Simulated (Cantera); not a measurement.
**B2H6 + H2O + H2 (boron, boron nitride and boron oxide)**

A closed system holds: 1 mol B2H6, 0.066 mol H2O, 120 mol H2.

Cantera equilibrium calculation (NASA polynomials, part measured and part estimated; ideal gas, pure solids and liquids). Candidate condensed phases: B, B2O3, B3O3H3, H2O; 23 gas species. The feed counts by its element totals alone. Equilibrium is a limit: real reactors are often held back by kinetics, nucleation or transport.

Stable condensed phases:

```
T in °C \ P in Pa
             10     28     77    220    600   1700   4600  13000  36000 100000
   1925       A      B      B      B      B      B      B      B      B      B
   1825       B      B      B      B      B      B      B      B      B      B
   1725       B      B      B      B      B      B      B      B      B      B
   1625       B      B      B      B      B      B      B      B      B      B
   1525       B      B      B      B      B      B      B      B      B      B
   1425       B      B      B      B      B      B      B      B      B      B
   1325       B      B      B      B      B      B      B      B      B      B
   1225       B      B      B      B      B      B      B      B      B      B
   1125       B      B      B      B      B      B      B      B      B      B
   1025       B      B      B      B      B      B      B      B      B      B
    925       B      B      B      B      B      B      B      B      B      B
    825       B      B      B      B      B      B      B      B      B      B
    725       C      C      C      B      B      B      B      B      B      B
    625       C      C      C      B      B      B      B      B      B      B
```

A: gas only; B: B; C: B + B2O3.
